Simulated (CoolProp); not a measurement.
R142b along the isobar 14.2 MPa: fugacity coefficient from the reference equation and from simpler models built on Tc = 410.3 K, pc = 4.055 MPa, ω = 0.232; each cubic takes its own stable root.

The numbers come from the reference Helmholtz-energy equation of state, Lemmon 2006 in CoolProp. It is a short technical equation, of lower accuracy than the large ones.

```tsv
T (K)	phase	reference
251.4	liquid	0.007003
265.3	liquid	0.01228
279.3	liquid	0.02015
293.3	liquid	0.03114
307.3	liquid	0.04573
321.3	liquid	0.06429
335.2	liquid	0.08682
349.2	liquid	0.1137
363.2	liquid	0.1446
377.2	liquid	0.1792
391.1	liquid	0.2169
405.1	liquid	0.2575
419.1	supercritical	0.3001
433.1	supercritical	0.3441
447	supercritical	0.3882
```

Q: How far does each simpler model (Redlich-Kwong, Soave-Redlich-Kwong, Peng-Robinson) lie from the reference over these 15 states: mean and median of the absolute difference, and the worst?

A: 
- Redlich-Kwong: mean 32.2 %, median 25.1 %, worst +86.3 % at 251.4 K and 14.2 MPa
- Soave-Redlich-Kwong: mean 7.3 %, median 7.7 %, worst +8.3 % at 405.1 K and 14.2 MPa
- Peng-Robinson: mean 0.4 %, median 0.3 %, worst -1.0 % at 293.3 K and 14.2 MPa
